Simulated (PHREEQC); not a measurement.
Consider water at 3.5 °C with 0.11 mol AgF and 0.00036 mol HBF4 per kg of water. Closed to the air; pH follows from the charge balance.

The numbers come from PHREEQC with the ion-association model, wateq4f.dat.

No solid was allowed to form.

Task: Predict the pH, ionic strength.

Result: pH 5.12; ionic strength 0.0929 mol/kgw.

Task: In which forms is Ag present?

Result: Ag+ 84 %, AgF 16 % of the Ag.

Away from 25 °C the constants follow the database's enthalpies or fits; those with neither stay at their 25 °C values. Real BF4- forms and hydrolyses slowly; the run takes it at equilibrium.
